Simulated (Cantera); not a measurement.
An adiabatic, constant-volume homogeneous reactor starts with CH4 : O2 : N2 = 1 : 2.44 : 9.17 (molar parts), equivalence ratio 0.82, at 1800 K and 1.30 bar.

Model: GRI-Mech 3.0 (53 species, 325 reactions), integrated in Cantera.

Problem. Predict: time of steepest temperature rise; temperature at 2.00 s; equilibrium temperature; x(O2) at 2.00 s; x(H2O2) at 2.00 s; x(H2O) at 2.00 s; x(HCO) at 2.00 s.

Solution. 
| Item | Result |
|---|---|
| time of steepest temperature rise | 83.4 µs |
| temperature at 2.00 s | 2941 K |
| equilibrium temperature | 2941 K |
| x(O2) at 2.00 s | 0.0393 (gas-phase equilibrium 0.0393) |
| x(H2O2) at 2.00 s | 5.50e-7 (gas-phase equilibrium 5.50e-7) |
| x(H2O) at 2.00 s | 0.118 (gas-phase equilibrium 0.118) |
| x(HCO) at 2.00 s | 6.97e-8 (gas-phase equilibrium 6.97e-8) |
